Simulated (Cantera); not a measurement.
**Diamond growth**

A diamond (100) surface in a fixed gas of H2 with x(CH4) = 0.016, x(H) = 0.00076, x(CH3) = 0.00028, at 1098 K; coverages are run to steady state.

Model: the Harris–Goodwin 1993 mechanism for the reconstructed diamond (100) surface, integrated in Cantera.

| P (Pa) | growth (µm/h) | θ c6HH | θ c6H* | θ c6*H | θ c6** | θ c6HM |
|---|---|---|---|---|---|---|
| 530 | 0.0794 | 0.523 | 0.0268 | 0.427 | 0.0136 | 0.00525 |
| 910 | 0.185 | 0.520 | 0.0267 | 0.425 | 0.0136 | 0.00870 |
| 1600 | 0.464 | 0.516 | 0.0264 | 0.421 | 0.0134 | 0.0144 |
| 2700 | 1.11 | 0.510 | 0.0261 | 0.416 | 0.0133 | 0.0222 |
| 4700 | 2.72 | 0.501 | 0.0256 | 0.408 | 0.0130 | 0.0333 |
| 8100 | 6.33 | 0.491 | 0.0251 | 0.399 | 0.0127 | 0.0465 |
| 14000 | 13.9 | 0.481 | 0.0245 | 0.390 | 0.0124 | 0.0604 |
| 24000 | 28.5 | 0.471 | 0.0240 | 0.382 | 0.0122 | 0.0730 |
θ: site fractions in the mechanism's names (c6HH fully hydrogenated, c6H* and c6*H radical sites, c6** diradical, c6HM methylated).
